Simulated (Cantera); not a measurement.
Input: 1 mol toluene, 0.015 mol O2, 1.2 mol H2, held at 4800 Pa.

Cantera equilibrium calculation (NASA polynomials, part measured and part estimated; ideal gas, pure solids and liquids). Candidate condensed phases: C, C6H6, C7H8, C8H18, H2O; 110 gas species. Kinetics and transport are ignored.

Problem. At 2923 K, list the 6 most abundant gas species with their mole fractions, and the condensed phases.

Solution. H2 0.544, H 0.417, C2H2 (acetylene) 0.0269, CO 0.00451, C2H 0.00316, C3 0.00280. Condensed: C(graphite).
